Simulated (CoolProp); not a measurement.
Oxygen along the isobar 3.64 MPa: Z from the reference equation and from simpler models built on Tc = 154.6 K, pc = 5.046 MPa, ω = 0.022; each cubic takes its own stable root.

Model: reference Helmholtz-energy equation of state, Schmidt 1985, in CoolProp. Above 300 K oxygen's equation is extrapolated.

```
T (K)   phase  reference  Redlich-Kwong  Peng-Robinson
-----  ------  ---------  -------------  -------------
136.5  liquid     0.1189         0.1273         0.1129
162.5     gas     0.7519         0.7497         0.7269
188.6     gas     0.8602         0.8570         0.8393
214.7     gas     0.9131         0.9100         0.8965
240.7     gas     0.9437         0.9406         0.9305
266.8     gas     0.9633         0.9601         0.9525
292.9     gas     0.9763         0.9731         0.9675
318.9     gas     0.9854         0.9820         0.9779
345       gas     0.9918         0.9884         0.9854
371.1     gas     0.9965         0.9930         0.9910
397.1     gas     1.0000         0.9965         0.9951
423.2     gas      1.003         0.9990         0.9982
449.3     gas      1.005          1.001          1.001
475.4     gas      1.006          1.003          1.002
```
